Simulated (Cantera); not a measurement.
Cantera run:

```python
import numpy as np
import cantera as ct

gas_names = [...]  # 109 gases of nasa_gas.yaml made of C, Cl, H, Si
cond_names = """
    C(gr) C6H6(L) C7H8(L) C8H18(L),n-octa Si(cr) Si(L) SiC(b)
""".split()


# ... load() reads the species with a 1 bar reference pressure and builds the phases ...
atoms = {
    'CH3SiCl3': {'C': 1, 'H': 3, 'Si': 1, 'CL': 3},
    'C2H2': {'C': 2, 'H': 2},
    'H2': {'H': 2},
    'HCl': {'H': 1, 'CL': 1},
}
top_T = {'C(gr)': 4500, 'SiC(b)': 3050}  # K; cautious upper limits of use, not melting points


# ... equilibrate(T, P, feed) seeds the gas with the atoms and calls Mixture.equilibrate('TP', solver="vcs", rtol=1e-11, max_steps=5000) ...
results = []
feed = {'CH3SiCl3': 1, 'C2H2': 0.026, 'H2': 1.5, 'HCl': 1.6}  # mol
T = 1675  # K
P = 220  # Pa
mix = equilibrate(T, P, feed)
results.append((T, P, feed, dict(zip(mix.species_names, mix.species_moles))))
x = sorted(zip(gas.X, gas.species_names), reverse=True)
print(f"T = {T:g} K  P = {P:g} Pa  gas = {mix.phase_moles(0):.4g} mol")
print("   x: " + "  ".join(f"{s} {v:.3e}" for v, s in x if v > 1e-05))
print("   condensed (mol): " + ("  ".join(f"{mix.phase(i).name} {mix.phase_moles(i):.4g}"
      for i in range(1, mix.n_phases) if mix.phase_moles(i) > 1e-12) or "none"))
```

Result:

```
T = 1675 K  P = 220 Pa  gas = 6.126 mol
   x: HCL 6.201e-01  H2 3.137e-01  SiCL2 5.946e-02  SiCL3 2.819e-03  CL 2.140e-03  H 1.387e-03  SiCL4 2.775e-04  SiCL 2.643e-05  SiHCL3 2.533e-05  C2H2,acetylene 1.822e-05
   condensed (mol): C(gr) 0.4354  SiC(b) 0.6164
```

Method: chemical equilibrium by Gibbs-energy minimisation in Cantera with the NASA 1993 tables (ideal gas, pure condensed phases). The feed counts by its element totals alone. The tables' values for SiCl3, SiCl are old estimates; treat these amounts as uncertain.
